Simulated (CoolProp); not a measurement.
Values from CoolProp's reference Helmholtz-energy equation of state, Lemmon 2006. It is a short technical equation, of lower accuracy than the large ones.

Question: For n-decane, give the phase and the Z, speed of sound (m/s), isothermal compressibility (1/MPa), expansivity (1/kK) at 439.7 K and 0.391 MPa; 439.7 K and 0.947 MPa.

Answer: 
- 439.7 K and 0.391 MPa: liquid; Z 0.0249, speed of sound 733, isothermal compressibility 0.00361, expansivity 1.48
- 439.7 K and 0.947 MPa: liquid; Z 0.0602, speed of sound 740, isothermal compressibility 0.00353, expansivity 1.46
